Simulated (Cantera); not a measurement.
Low-pressure radical oxidation in H2/O2

An isothermal, constant-pressure homogeneous reactor starts with 0.833 % H₂, 99.2 % O₂, at 1075 K and 0.0133 bar.

Computed with Cantera and the H2/O2 subset of GRI-Mech 3.0, which has no nitrogen chemistry. Radical loss at walls, strong at low pressure, is not modelled.

```json
[
 {"t (s)": "0.000300", "x H₂": "0.00833", "x O₂": "0.992", "x H": "5.75e-11", "x H₂O": "2.87e-11", "x HO₂": "1.63e-10", "x O": "1.32e-10"},
 {"t (s)": "0.000631", "x H₂": "0.00833", "x O₂": "0.992", "x H": "9.70e-11", "x H₂O": "1.73e-10", "x HO₂": "3.44e-10", "x O": "4.13e-10"},
 {"t (s)": "0.00133", "x H₂": "0.00833", "x O₂": "0.992", "x H": "2.38e-10", "x H₂O": "1.08e-9", "x HO₂": "7.28e-10", "x O": "1.55e-9"},
 {"t (s)": "0.00279", "x H₂": "0.00833", "x O₂": "0.992", "x H": "1.26e-9", "x H₂O": "9.95e-9", "x HO₂": "1.59e-9", "x O": "1.01e-8"},
 {"t (s)": "0.00588", "x H₂": "0.00833", "x O₂": "0.992", "x H": "3.60e-8", "x H₂O": "3.39e-7", "x HO₂": "5.83e-9", "x O": "3.04e-7"},
 {"t (s)": "0.0124", "x H₂": "0.00787", "x O₂": "0.991", "x H": "4.03e-5", "x H₂O": "0.000352", "x HO₂": "1.36e-6", "x O": "0.000307"},
 {"t (s)": "0.0260", "x H₂": "9.41e-5", "x O₂": "0.985", "x H": "0.000459", "x H₂O": "0.00774", "x HO₂": "1.59e-6", "x O": "0.00597"},
 {"t (s)": "0.0548", "x H₂": "2.55e-5", "x O₂": "0.987", "x H": "0.000249", "x H₂O": "0.00801", "x HO₂": "1.18e-6", "x O": "0.00482"},
 {"t (s)": "0.115", "x H₂": "1.64e-5", "x O₂": "0.988", "x H": "0.000128", "x H₂O": "0.00812", "x HO₂": "9.65e-7", "x O": "0.00310"},
 {"t (s)": "0.242", "x H₂": "8.04e-6", "x O₂": "0.990", "x H": "4.43e-5", "x H₂O": "0.00822", "x HO₂": "6.87e-7", "x O": "0.00153"},
 {"t (s)": "0.510", "x H₂": "2.97e-6", "x O₂": "0.991", "x H": "1.02e-5", "x H₂O": "0.00829", "x HO₂": "4.11e-7", "x O": "0.000572"},
 {"t (s)": "1.07", "x H₂": "8.88e-7", "x O₂": "0.991", "x H": "1.72e-6", "x H₂O": "0.00833", "x HO₂": "2.06e-7", "x O": "0.000175"},
 {"t (s)": "2.26", "x H₂": "2.40e-7", "x O₂": "0.992", "x H": "2.49e-7", "x H₂O": "0.00835", "x HO₂": "8.83e-8", "x O": "4.82e-5"},
 {"t (s)": "4.75", "x H₂": "6.45e-8", "x O₂": "0.992", "x H": "3.60e-8", "x H₂O": "0.00836", "x HO₂": "3.38e-8", "x O": "1.32e-5"},
 {"t (s)": "10.0", "x H₂": "1.85e-8", "x O₂": "0.992", "x H": "5.70e-9", "x H₂O": "0.00836", "x HO₂": "1.23e-8", "x O": "3.87e-6"}
]
```
x: mole fraction; the columns are a selection and need not sum to one.

Equilibrium at this temperature and pressure: H₂ 5.13e-11, O₂ 0.992, H <1e-12, H₂O 0.00836, HO₂ 8.95e-10, O 1.14e-8 (gas phase only).
